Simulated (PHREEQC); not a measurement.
Make-up at 5.7 °C: 0.13 mol/kgw ZnCl2, 0.0065 mol/kgw NaOH and 0.123 mol/kgw HCl. Closed to the air; pH follows from the charge balance.

All values are PHREEQC results (ion-association model, wateq4f.dat), not measurements.

```
Item                       Value
-----------------  -------------
pH                          1.05
ionic strength     0.482 mol/kgw
activity of water          0.989
total alkalinity     -116 meq/kg
```

```tsv
species	molality	activity	log γ
Cl-	0.365	0.239	-0.185
H+	0.117	0.0898	-0.113
Zn+2	0.116	0.0302	-0.583
ZnCl+	0.0118	0.00782	-0.180
Na+	0.00650	0.00466	-0.144
ZnCl2	0.00161	0.00180	0.048
```

Precipitation was switched off in this run. Complexes and solids missing from the database can't appear. At this temperature some constants are extrapolated from 25 °C, and those without enthalpy data are left unchanged.
